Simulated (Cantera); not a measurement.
What does this Cantera script print?

```python
import numpy as np
import cantera as ct

gas = ct.Solution("SiF4_NH3_mec.yaml", "gas")
gas.TPX = 2298, 2666, {'NH3': 1, 'N2': 0.59}
inlet = ct.Reservoir(gas, clone=True)

reactor = ct.IdealGasConstPressureReactor(gas, energy="off", clone=False)
exhaust = ct.Reservoir(gas, clone=True)
tau = [17, 6.9, 2.9, 1.2, 0.5, 0.21, 0.087, 0.036, 0.015, 0.0063][0]
for a, b in ((inlet, reactor), (reactor, exhaust)):
    ct.MassFlowController(a, b, mdot=lambda t: reactor.mass / tau)
net = ct.ReactorNet([reactor])
show = ['NH3', 'N2H2', 'NH2', 'N2H4', 'N', 'H2']

rows = []
print(f"{'tau/s':>10s}{'T/K':>9s}" + "".join(f"{s:>11s}" for s in show))
for tau in [17, 6.9, 2.9, 1.2, 0.5, 0.21, 0.087, 0.036, 0.015, 0.0063]:
    net.initial_time = 0.0
    net.advance(30 * tau)
    before = gas.X
    net.advance(40 * tau)
    drift = np.max(np.abs(gas.X - before) / (gas.X + 1e-9))
    rows.append([gas.T, *gas[show].X, drift])
    print(f"{tau:10.3e}{gas.T:9.1f}" + "".join(f"{x:11.3e}" for x in gas[show].X))
```

Output:

```
     tau/s      T/K        NH3       N2H2        NH2       N2H4          N         H2
 1.700e+01   2298.0  9.267e-05  3.896e-09  1.489e-05  3.330e-13  3.946e-05  5.566e-01
 6.900e+00   2298.0  1.295e-03  3.773e-08  6.756e-05  6.923e-12  1.858e-05  5.704e-01
 2.900e+00   2298.0  8.201e-03  1.556e-07  1.903e-04  5.510e-11  1.017e-05  5.682e-01
 1.200e+00   2298.0  2.440e-02  4.407e-07  3.792e-04  2.189e-10  8.856e-06  5.542e-01
 5.000e-01   2298.0  5.813e-02  1.118e-06  6.802e-04  7.049e-10  8.632e-06  5.236e-01
 2.100e-01   2298.0  1.221e-01  2.604e-06  1.139e-03  1.976e-09  8.504e-06  4.647e-01
 8.700e-02   2298.0  2.290e-01  5.504e-06  1.780e-03  4.832e-09  8.001e-06  3.663e-01
 3.600e-02   2298.0  3.643e-01  9.821e-06  2.524e-03  9.709e-09  6.769e-06  2.414e-01
 1.500e-02   2298.0  4.840e-01  1.412e-05  3.229e-03  1.590e-08  4.734e-06  1.308e-01
 6.300e-03   2298.0  5.605e-01  1.641e-05  3.777e-03  2.175e-08  2.507e-06  6.020e-02
```

Cantera simulation using the gas-phase N/H chemistry of the illustrative SiF4/NH3 mechanism in the Surface Chemkin manual (1991); the numbers are that mechanism's predictions, not measurements. Walls and surfaces, which speed up NH3 decomposition in real reactors, are not modelled.
